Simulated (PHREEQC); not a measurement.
Make-up at 25 °C: 0.0086 mol CuSO4, 0.0085 mol H2SO4 and 0.0015 mol NaCl per kg of water. Closed to the air; pH follows from the charge balance.

Equilibrium calculation in PHREEQC: ion-association model, wateq4f.dat.

No solid was allowed to form.

Problem. Order these S species by the share of S that they hold, largest first: SO4-2, CuSO4, NaSO4-, HSO4-.

Solution. SO4-2 (53 %), HSO4- (31 %), CuSO4 (16 %), NaSO4- (0.19 %)

The pH is 2.00 and the ionic strength 0.0399 mol/kgw. Species that the database lacks are ignored.
